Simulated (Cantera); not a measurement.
A Cantera script and its output.

```python
import numpy as np
import cantera as ct

gas = ct.Solution("gri30.yaml")
gas.TP = 300, 78000
flame = ct.CounterflowDiffusionFlame(gas, width=0.02)
flame.fuel_inlet.X, flame.fuel_inlet.T = {'CO': 1, 'H2': 0.17, 'CH4': 0.059, 'N2': 0.37}, 525
flame.oxidizer_inlet.X, flame.oxidizer_inlet.T = {'O2': 0.23, 'N2': 0.77}, 423
flame.set_refine_criteria(ratio=3, slope=0.12, curve=0.24, prune=0.03)
show = ['OH', 'H', 'NO', 'CO', 'C2H2']

rows = []
print(f"{'mdot':>8s}{'a_max':>10s}{'a_mean':>10s}{'Tmax/K':>9s}" + "".join(f"{s:>11s}" for s in show) + "   (peak mole fractions)")
for i, mdot in enumerate([0.47, 0.66, 0.93, 1.3, 1.8, 2.6, 3.6]):  # kg/m2/s on the oxidiser side
    flame.oxidizer_inlet.mdot, flame.fuel_inlet.mdot = mdot, 0.75 * mdot
    flame.solve(loglevel=0, auto=(i == 0))
    if flame.T.max() < max(525, 423) + 100:
        print(f"{mdot:8.3g}  no burning solution found from the previous one")
        break
    dT = np.abs(np.gradient(flame.T, flame.grid))
    rows.append([flame.strain_rate("max"), flame.strain_rate("mean"), flame.T.max(),
                 *(flame.X[gas.species_index(s)].max() for s in show), max(dT[0], dT[-1]) / dT.max()])
    print(f"{mdot:8.3g}{rows[-1][0]:10.1f}{rows[-1][1]:10.1f}{rows[-1][2]:9.1f}" + "".join(f"{x:11.3e}" for x in rows[-1][3:-1]))
```

Output:

```
    mdot     a_max    a_mean   Tmax/K         OH          H         NO         CO       C2H2   (peak mole fractions)
    0.47     275.0      76.4   2001.6  7.558e-03  7.951e-03  9.767e-05  6.291e-01  1.576e-03
    0.66     375.1     107.3   1962.1  7.466e-03  8.742e-03  8.256e-05  6.291e-01  1.542e-03
    0.93     516.0     151.2   1922.7  7.297e-03  9.534e-03  6.976e-05  6.291e-01  1.471e-03
     1.3     707.1     211.3   1883.9  7.081e-03  1.031e-02  5.839e-05  6.291e-01  1.364e-03
     1.8     962.0     292.6   1846.1  6.803e-03  1.102e-02  4.803e-05  6.290e-01  1.219e-03
     2.6    1364.6     422.6   1801.8  6.399e-03  1.174e-02  3.697e-05  6.291e-01  1.004e-03
     3.6    1861.4     585.1   1760.0  5.979e-03  1.223e-02  2.782e-05  6.290e-01  7.712e-04
```

Computed with Cantera and GRI-Mech 3.0 (53 species, 325 reactions). GRI-Mech 3.0 has no aromatics or soot, which form on the fuel side of real flames. The maximum strain rate includes the flame's own expansion and is several times the mean.
